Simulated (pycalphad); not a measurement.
Computed with pycalphad from the COST 507 light-alloy database (1999), at 1 atm. These are 1990s assessments: newer ones move some temperatures and phases. Amounts are mole fractions of atoms.

### Question
Give the equilibrium state of Hf-21.42C (wt.%) at 3050 K.

### Answer
```
T = 3050.00 K, P = 101325 Pa, N = 1 mol of atoms
G = -163827 J/mol, H = 26168 J/mol, S = 62.29 J/(mol K)  (SER reference)
chemical potentials (J/mol): Hf -443260, C -94840
phase             fraction      x(Hf)       x(C)
GRAPHITE            0.6051       none     1.0000
FCC_A1              0.3949     0.5014     0.4986
```

FCC_A1 is fcc. An entry "none" or "no" means that the model of the phase leaves that element out. The fcc model also describes the rock-salt carbide or nitride (TiC, TiN, HfC).
